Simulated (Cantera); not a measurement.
Thermodynamics of metals in furnace atmospheres, feed Al + CO2 + N2

Input: 1 mol Al, a varied amount of CO2, 110 mol N2, at 1625 K and 0.920 bar.

Cantera equilibrium calculation (NASA polynomials, part measured and part estimated; ideal gas, pure solids and liquids). Candidate condensed phases: Al, AlN, Al2O3, C; 32 gas species. Mutual solubility and eutectic melting of coexisting phases are not modelled. Rates play no part.

From 0.13 mol CO2 to 0.99 mol CO2 the condensed part is AlN(s) + Al2O3(s). From 2 mol CO2 to 15 mol CO2 the condensed part is Al2O3(s).

```json
[
 {"n(CO2) (mol)": "0.13", "log p N2": "-0.04", "log p CO2": "-7.83", "log p CO": "-2.96", "log p NO": "-11.72", "log p O2": "<-12", "log p O": "<-12", "n AlN(s)": "0.913", "n Al2O3(s)": "0.0433"},
 {"n(CO2) (mol)": "0.25", "log p N2": "-0.04", "log p CO2": "-7.55", "log p CO": "-2.68", "log p NO": "-11.72", "log p O2": "<-12", "log p O": "<-12", "n AlN(s)": "0.833", "n Al2O3(s)": "0.0833"},
 {"n(CO2) (mol)": "0.5", "log p N2": "-0.04", "log p CO2": "-7.25", "log p CO": "-2.38", "log p NO": "-11.72", "log p O2": "<-12", "log p O": "<-12", "n AlN(s)": "0.667", "n Al2O3(s)": "0.167"},
 {"n(CO2) (mol)": "0.99", "log p N2": "-0.04", "log p CO2": "-6.95", "log p CO": "-2.09", "log p NO": "-11.72", "log p O2": "<-12", "log p O": "<-12", "n AlN(s)": "0.340", "n Al2O3(s)": "0.330"},
 {"n(CO2) (mol)": "2", "log p N2": "-0.04", "log p CO2": "-2.39", "log p CO": "-1.91", "log p NO": "-7.34", "log p O2": "-10.07", "log p O": "-9.75", "n AlN(s)": "0", "n Al2O3(s)": "0.500"},
 {"n(CO2) (mol)": "3.9", "log p N2": "-0.05", "log p CO2": "-1.71", "log p CO": "-1.92", "log p NO": "-6.66", "log p O2": "-8.71", "log p O": "-9.07", "n AlN(s)": "0", "n Al2O3(s)": "0.500"},
 {"n(CO2) (mol)": "7.7", "log p N2": "-0.07", "log p CO2": "-1.31", "log p CO": "-1.93", "log p NO": "-6.25", "log p O2": "-7.89", "log p O": "-8.65", "n AlN(s)": "0", "n Al2O3(s)": "0.500"},
 {"n(CO2) (mol)": "15", "log p N2": "-0.09", "log p CO2": "-1.00", "log p CO": "-1.96", "log p NO": "-5.93", "log p O2": "-7.21", "log p O": "-8.32", "n AlN(s)": "0", "n Al2O3(s)": "0.500"}
]
```
log p: log10 of the partial pressure in bar; n: condensed amount in mol.
